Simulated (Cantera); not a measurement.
Feed: 1 mol CaO, 11 mol HBr, 0.58 mol H2, at 900 °C.

These are equilibrium values from Cantera (NASA tables, ideal gas, pure condensed phases), not measurements of a reactor. Candidate condensed phases: Br2, Ca, CaBr2, CaO, Ca(OH)2, H2O; 19 gas species. Rates play no part.

Task: Which condensed phases are stable at each of these points (P (Pa)): 1, 3.60, 13, 46, 170, 600, 2200, 7700, 28000, 100000?

Result: 
```csv
P (Pa),condensed phases,Ca condensed (%)
1,gas only,0.0
3.60,gas only,0.0
13,gas only,0.0
46,CaBr2(l),4.5
170,CaBr2(l),75.8
600,CaBr2(l),93.3
2200,CaBr2(l),98.2
7700,CaBr2(l),99.5
28000,CaBr2(l),99.9
100000,CaBr2(l),100.0
```

From 0.00750 Torr to 0.0975 Torr nothing is condensed. From 0.345 Torr to 750 Torr the condensed part is CaBr2(l).
